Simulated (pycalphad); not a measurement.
Source of the numbers: pycalphad with the COST 507 light-alloy database (1999); pressure 1 atm. No gas phase is included, though pure Al would boil below 3000 K. These are 1990s assessments: newer ones move some temperatures and phases. Amounts are mole fractions of atoms.

**Question.** Give the equilibrium state of Al-74.2C (at.%) at 2400 K.

**Answer.** graphite, fraction 0.548, with 100 C at.%; AL4C3, fraction 0.452, with 42.9 C at.%.

**Question.** Give the equilibrium state of Al-74.2C (at.%) at 3000 K.

**Answer.** 
```
T = 3000.00 K, P = 101325 Pa, N = 1 mol of atoms
G = -133885 J/mol, H = 94719 J/mol, S = 76.20 J/(mol K)  (SER reference)
chemical potentials (J/mol): Al -253574, C -92268
phase             fraction      x(Al)       x(C)
GRAPHITE            0.5671       none     1.0000
LIQUID              0.4329     0.5960     0.4040
```

Database names, with the compositions (at.%) that they take in these runs: AL4C3: Al 57 C 43. An entry "none" or "no" means that the model of the phase leaves that element out.
